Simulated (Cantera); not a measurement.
An isothermal, constant-pressure homogeneous reactor starts with H2 : O2 : N2 = 0.7 : 1 : 0.87 (molar parts), equivalence ratio 0.35, at 925 K and 0.810 bar. Integrator tolerance rtol = 1e-08.

Computed with Cantera and the H2/O2 subset of GRI-Mech 3.0, which has no nitrogen chemistry. Below about 950 K walls govern HO2 and H2O2 in real vessels. The temperature is held fixed by assumption; the heat of reaction is taken as removed at once.

Q: What does this change do: temperature 925 to 1300 K?

A: 
| quantity | before | after |
|---|---|---|
| x(H2) at 1.00 s | 0.0607 (gas-phase equilibrium 5.09e-12) | 5.66e-8 (gas-phase equilibrium 5.66e-8) |
| x(O2) at 1.00 s | 0.314 (gas-phase equilibrium 0.293) | 0.293 (gas-phase equilibrium 0.293) |
| x(H2O) at 1.00 s | 0.244 (gas-phase equilibrium 0.315) | 0.315 (gas-phase equilibrium 0.315) |
| x(HO2) at 1.00 s | 6.48e-5 (gas-phase equilibrium 5.50e-10) | 8.09e-8 (gas-phase equilibrium 8.09e-8) |
| x(O) at 1.00 s | 1.02e-7 (gas-phase equilibrium 8.11e-12) | 1.07e-7 (gas-phase equilibrium 1.07e-7) |
| x(H) at 1.00 s | 1.33e-7 (gas-phase equilibrium <1e-12) | 2.94e-10 (gas-phase equilibrium 2.94e-10) |

Q: What does this change do: H2 0.7 to 6.6 parts?

A: 
```tsv
quantity	before	after
x(H2) at 1.00 s	0.0607 (gas-phase equilibrium 5.09e-12)	0.671 (gas-phase equilibrium 0.616)
x(O2) at 1.00 s	0.314 (gas-phase equilibrium 0.293)	0.0393 (gas-phase equilibrium <1e-12)
x(H2O) at 1.00 s	0.244 (gas-phase equilibrium 0.315)	0.178 (gas-phase equilibrium 0.268)
x(HO2) at 1.00 s	6.48e-5 (gas-phase equilibrium 5.50e-10)	3.74e-5 (gas-phase equilibrium <1e-12)
x(O) at 1.00 s	1.02e-7 (gas-phase equilibrium 8.11e-12)	9.54e-9 (gas-phase equilibrium <1e-12)
x(H) at 1.00 s	1.33e-7 (gas-phase equilibrium <1e-12)	7.68e-7 (gas-phase equilibrium 2.29e-10)
```
